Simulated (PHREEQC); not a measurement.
# Reverse-osmosis permeate: an equilibrium model

Synthetic water in mg/L, 25 °C, pH 6.99, pe 9.8:

| constituent | mg/L |
|---|---|
| Na | 7.35 |
| K | 7.33 |
| Ca | 4.23 |
| Mg | 0.703 |
| Cl | 4.96 |
| S(6) as SO4 | 9.46 |
| Alkalinity as HCO3 | 25.4 |
| B | 0.171 |
| Li | 0.00282 |
| F | 0.00439 |

Valence states are taken as typed.

Computed with PHREEQC (ion-association model, phreeqc.dat).

No solid was allowed to form.

### Question
Estimate the charge-balance error.

### Answer
charge-balance error 1.5 %.

### Question
In which forms is S present?

### Answer
SO4-2 98 %, CaSO4 1.4 % of the S.

Real BF4- forms and hydrolyses slowly; the run takes it at equilibrium.
